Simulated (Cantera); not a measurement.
Input (Python, Cantera):

```python
import numpy as np
import cantera as ct

gas = ct.Solution("gri30.yaml")
gas.TPX = 1750, 160000, {'NO': 1, 'N2': 2.5}
reactor = ct.IdealGasConstPressureReactor(gas, energy="off", clone=False)
net = ct.ReactorNet([reactor])
net.rtol, net.atol = 1e-08, 1e-18
show = ['NO', 'NO2', 'O2', 'N2O', 'N2', 'O']
times = np.geomspace(4e-05, 30, 14)

steps = ct.SolutionArray(gas, extra=["t"])
rows = []
print(f"{'t/s':>10s}{'T/K':>9s}{'P/Pa':>11s}" + "".join(f"{s:>11s}" for s in show))
for t in times:
    while net.time < t:
        t_next = net.step()
        steps.append(gas.state, t=t_next)
    rows.append([np.interp(t, steps.t, y) for y in (steps.T, steps.P, *steps(*show).X.T)])
    print(f"{t:10.3e}{rows[-1][0]:9.1f}{rows[-1][1]:11.4g}" + "".join(f"{x:11.3e}" for x in rows[-1][2:]))
rate = np.gradient(steps.T, steps.t)
print("integrator steps:", len(steps.t))
if steps.T.max() > steps.T[0] + 200:
    print(f"time of steepest temperature rise: {steps.t[rate.argmax()]:.4e} s")
gas.TPX = 1750, 160000, {'NO': 1, 'N2': 2.5}
gas.equilibrate("TP")
print(f"equilibrium (TP): T = {gas.T:.1f} K  " + "  ".join(f"{s} {gas[s].X[0]:.3e}" for s in show))
```

Output:

```
       t/s      T/K       P/Pa         NO        NO2         O2        N2O         N2          O
 4.000e-05   1750.0    1.6e+05  2.857e-01  5.662e-07  1.133e-09  7.542e-07  7.143e-01  2.045e-07
 1.132e-04   1750.0    1.6e+05  2.857e-01  1.969e-06  5.081e-09  2.093e-06  7.143e-01  2.530e-07
 3.206e-04   1750.0    1.6e+05  2.857e-01  6.206e-06  2.961e-08  5.601e-06  7.143e-01  3.861e-07
 9.075e-04   1750.0    1.6e+05  2.857e-01  1.973e-05  3.062e-07  1.361e-05  7.143e-01  7.903e-07
 2.569e-03   1750.0    1.6e+05  2.856e-01  6.028e-05  5.225e-06  2.615e-05  7.143e-01  1.913e-06
 7.273e-03   1750.0    1.6e+05  2.853e-01  1.138e-04  6.559e-05  3.375e-05  7.144e-01  3.294e-06
 2.059e-02   1750.0    1.6e+05  2.848e-01  1.248e-04  3.199e-04  3.420e-05  7.147e-01  3.583e-06
 5.828e-02   1750.0    1.6e+05  2.833e-01  1.368e-04  1.047e-03  3.382e-05  7.154e-01  3.927e-06
 1.650e-01   1750.0    1.6e+05  2.792e-01  1.648e-04  3.078e-03  3.280e-05  7.175e-01  4.753e-06
 4.671e-01   1750.0    1.6e+05  2.681e-01  2.183e-04  8.596e-03  3.015e-05  7.231e-01  6.478e-06
 1.322e+00   1750.0    1.6e+05  2.403e-01  2.901e-04  2.243e-02  2.412e-05  7.370e-01  9.495e-06
 3.743e+00   1750.0    1.6e+05  1.835e-01  3.230e-04  5.080e-02  1.402e-05  7.654e-01  1.373e-05
 1.060e+01   1750.0    1.6e+05  1.044e-01  2.426e-04  9.043e-02  4.632e-06  8.049e-01  1.804e-05
 3.000e+01   1750.0    1.6e+05  3.985e-02  1.076e-04  1.228e-01  8.526e-07  8.372e-01  2.090e-05
integrator steps: 1002
equilibrium (TP): T = 1750.0 K  NO 2.997e-03  NO2 8.670e-06  O2 1.413e-01  N2O 2.287e-07  N2 8.556e-01  O 2.237e-05
```

Model: GRI-Mech 3.0 (53 species, 325 reactions), integrated in Cantera.
